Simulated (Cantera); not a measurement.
An isothermal, constant-pressure homogeneous reactor starts with C₂H₆ : N₂ = 1 : 50 (molar parts), at 1500 K and 1.00 bar.

Detailed kinetics in Cantera: GRI-Mech 3.0 (53 species, 325 reactions). GRI-Mech 3.0 stops at C3 and has no aromatics, soot or wall deposition, so with more carbon than oxygen in the feed, carbon stays in small species such as C2H2 where larger ones or solid carbon would form.

Problem. Predict: x(C₂H₆) at 40.0 s; x(H₂) at 40.0 s; x(CH₃) at 40.0 s; x(H) at 40.0 s; x(C₂H₂) at 40.0 s; x(CH₄) at 40.0 s.

Solution. 
```json
{
  "x(C₂H₆) at 40.0 s": "6.21e-8 (gas-phase equilibrium 1.29e-8)",
  "x(H₂) at 40.0 s": "0.0363 (gas-phase equilibrium 0.0371)",
  "x(CH₃) at 40.0 s": "1.55e-6 (gas-phase equilibrium 7.00e-7)",
  "x(H) at 40.0 s": "3.37e-6 (gas-phase equilibrium 3.42e-6)",
  "x(C₂H₂) at 40.0 s": "0.0183 (gas-phase equilibrium 0.00385)",
  "x(CH₄) at 40.0 s": "0.000826 (gas-phase equilibrium 0.000376)"
}
```
